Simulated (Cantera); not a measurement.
## Equilibrium for chlorosilane synthesis and conversion: Si + Cl2 + H2

Feed: 1 mol Si, 1.9 mol Cl2, 0.5 mol H2, at 17.0 bar.

Cantera equilibrium calculation (NASA polynomials, part measured and part estimated; ideal gas, pure solids and liquids). Candidate condensed phases: Si; 19 gas species. The tables' values for SiCl3 are old estimates; treat these amounts as uncertain. The numbers say what is thermodynamically allowed, not how fast it happens.

| T (K) | x SiCl4 | x H2 | x SiHCl3 | x HCl | x SiCl3 |
|---|---|---|---|---|---|
| 525 | 0.573 | 0.286 | 0.140 | 4.21e-6 | 9.34e-9 |
| 600 | 0.573 | 0.286 | 0.139 | 3.23e-5 | 2.01e-7 |
| 675 | 0.573 | 0.286 | 0.139 | 0.000155 | 2.19e-6 |
| 750 | 0.573 | 0.285 | 0.138 | 0.000535 | 1.48e-5 |
| 825 | 0.573 | 0.284 | 0.139 | 0.00145 | 7.12e-5 |
| 900 | 0.571 | 0.283 | 0.139 | 0.00329 | 0.000264 |
| 975 | 0.568 | 0.280 | 0.141 | 0.00645 | 0.000809 |
| 1050 | 0.564 | 0.275 | 0.143 | 0.0113 | 0.00212 |
| 1125 | 0.557 | 0.270 | 0.145 | 0.0180 | 0.00490 |
x: gas mole fraction; nothing condenses.

From 525 K to 1125 K nothing is condensed. The main Si-bearing gas is SiCl4 throughout.
